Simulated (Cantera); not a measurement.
A perfectly stirred reactor is fed with CH4 : N2 = 1 : 40 (molar parts), at 1.50 Torr; it is held at 1950 K, and followed from long to short residence time.

Detailed kinetics in Cantera: GRI-Mech 3.0 (53 species, 325 reactions). GRI-Mech 3.0 stops at C3 and has no aromatics, soot or wall deposition, so with more carbon than oxygen in the feed, carbon stays in small species such as C2H2 where larger ones or solid carbon would form. Radical loss at walls, strong at low pressure, is not modelled.

What does this change do: pressure from 1.50 Torr to 0.750 Torr?


```
quantity                  before     after
----------------------  --------  --------
x(CH4) at τ = 16.0 s    0.000736   0.00125
x(C2H4) at τ = 16.0 s    7.39e-6   1.60e-5
x(H2) at τ = 16.0 s       0.0342    0.0334
x(C2H6) at τ = 16.0 s    4.51e-9   7.54e-9
x(CH3) at τ = 16.0 s    0.000186  0.000273
x(CH4) at τ = 0.110 s     0.0175    0.0214
x(C2H4) at τ = 0.110 s  0.000509  0.000306
x(H2) at τ = 0.110 s     0.00828   0.00300
x(C2H6) at τ = 0.110 s   1.56e-7   5.55e-8
x(CH3) at τ = 0.110 s    0.00136   0.00114
```
